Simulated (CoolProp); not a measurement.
Aqueous propylene glycol as a coolant, at 29 °C, 1 atm.

The numbers come from the Melinder's fits for secondary coolants in CoolProp.

| mass % | freezing point (°C) | Prandtl number | cp (kJ/(kg K)) | density (kg/m³) | conductivity (W/(m K)) |
|---|---|---|---|---|---|
| 4 | -0.9 | 6.57 | 4.140 | ? | 0.590 |
| 8.8 | ? | 7.95 | 4.097 | 1003 | ? |
| 13.6 | -4.3 | 9.58 | ? | 1006 | 0.535 |
| 18.4 | -6.4 | 11.6 | ? | 1010 | 0.510 |
| 23.3 | -8.9 | 14.1 | 3.961 | 1014 | 0.485 |
| 28.1 | -11.6 | 17.2 | 3.905 | 1018 | 0.461 |
| 32.9 | -14.8 | 21.1 | 3.842 | ? | 0.438 |
| 37.7 | -18.5 | 25.8 | 3.772 | 1025 | 0.416 |
| 42.5 | -23.0 | 31.4 | 3.695 | 1029 | 0.395 |
| 47.3 | ? | 38.2 | 3.613 | 1032 | 0.375 |
| 52.1 | ? | 46.3 | 3.527 | 1034 | 0.356 |

**Question.** Some entries are withheld; supply them.

**Answer.** 
- 4, density (kg/m³): 999.2
- 8.8, freezing point (°C): -2.4
- 8.8, conductivity (W/(m K)): 0.562
- 13.6, cp (kJ/(kg K)): 4.055
- 18.4, cp (kJ/(kg K)): 4.011
- 32.9, density (kg/m³): 1022
- 47.3, freezing point (°C): -28.6
- 52.1, freezing point (°C): -35.3
